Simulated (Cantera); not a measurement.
# Calcination and drying: CaCO3 + H2 + H2O

Charge: 1 mol CaCO3, 0.088 mol H2, 0.38 mol H2O, equilibrated at 1923.15 K and 85000 Pa.

Equilibrium computed with Cantera from the NASA thermochemical tables; the gas is ideal and each condensed phase is pure. Candidate condensed phases: C, C6H6, C7H8, C8H18, Ca, CaCO3, CaO, Ca(OH)2, H2O; 115 gas species. Equilibrium is a limit: real reactors are often held back by kinetics, nucleation or transport.

```
Quantity                                    Value
--------------------------------------  ---------
x(CO2)                                      0.627
x(H2O)                                      0.312
x(CO)                                      0.0540
x(H2)                                     0.00625
x(OH)                                    0.000348
x(H)                                      8.09e-5
x(O2)                                     7.30e-5
x(Ca(OH)2)                                1.71e-5
x(O)                                      3.36e-6
n(CaO(s))                               1.000 mol
gas amount                              1.468 mol
log10 activity of C(graphite) (absent)      -6.83
log10 activity of Ca(l) (absent)            -9.54
```
